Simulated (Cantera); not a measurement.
A Cantera script and what it prints.

```python
import numpy as np
import cantera as ct

gas_names = """
    CL CL2 H HCL H2 Si SiCL SiCL2 SiCL3 SiCL4 SiH SiHCL3 SiH2 SiH2CL2 SiH3 SiH3CL SiH4 Si2 Si3
""".split()
cond_names = """
    Si(cr) Si(L)
""".split()


# ... load() reads the species with a 1 bar reference pressure and builds the phases ...
atoms = {
    'SiCl4': {'Si': 1, 'CL': 4},
    'H2': {'H': 2},
}
top_T = {}  # K; cautious upper limits of use, not melting points


# ... equilibrate(T, P, feed) seeds the gas with the atoms and calls Mixture.equilibrate('TP', solver="vcs", rtol=1e-11, max_steps=5000) ...
results = []
feed = {'SiCl4': 1, 'H2': 5.2}  # mol
P = 1800000  # Pa
for T in [825, 875, 925, 975, 1025, 1075, 1125, 1175, 1225]:
    mix = equilibrate(T, P, feed)
    results.append((T, P, feed, dict(zip(mix.species_names, mix.species_moles))))

top = {s: max(r[3][s] / sum(r[3][g] for g in gas_names) for r in results) for s in gas_names}
cols = sorted((s for s in top if top[s] > 1e-06), key=lambda s: -top[s])[:6]
seen = [c for c in cond_names if any(r[3].get(c, 0) > 1e-12 for r in results)]
print("log10 of partial pressures in bar; condensed amounts in mol")
print(f"{'T/K':>10s}" + "".join(f"{s[:9]:>10s}" for s in cols + seen))
for T, P, feed, n in results:
    ng = sum(n[g] for g in gas_names)
    print(f"{T:10.4g}" + "".join(f"{np.log10(max(n[s] / ng * P / 1e5, 1e-99)):10.3f}" for s in cols)
          + "".join(f"{n.get(c, 0):10.4g}" for c in seen))
```

Output:

```
log10 of partial pressures in bar; condensed amounts in mol
       T/K        H2     SiCL4       HCL    SiHCL3   SiH2CL2     SiCL3
       825     1.172     0.428    -0.650    -0.657    -2.815    -4.190
       875     1.170     0.417    -0.532    -0.541    -2.537    -3.685
       925     1.168     0.404    -0.427    -0.440    -2.292    -3.237
       975     1.165     0.389    -0.335    -0.353    -2.075    -2.838
      1025     1.163     0.373    -0.253    -0.277    -1.882    -2.482
      1075     1.159     0.354    -0.180    -0.212    -1.710    -2.162
      1125     1.156     0.335    -0.113    -0.156    -1.558    -1.874
      1175     1.153     0.313    -0.053    -0.109    -1.423    -1.615
      1225     1.149     0.290     0.003    -0.070    -1.305    -1.382
```

These are equilibrium values from Cantera (NASA tables, ideal gas, pure condensed phases), not measurements of a reactor. The tables' values for SiCl3 are old estimates; treat these amounts as uncertain.
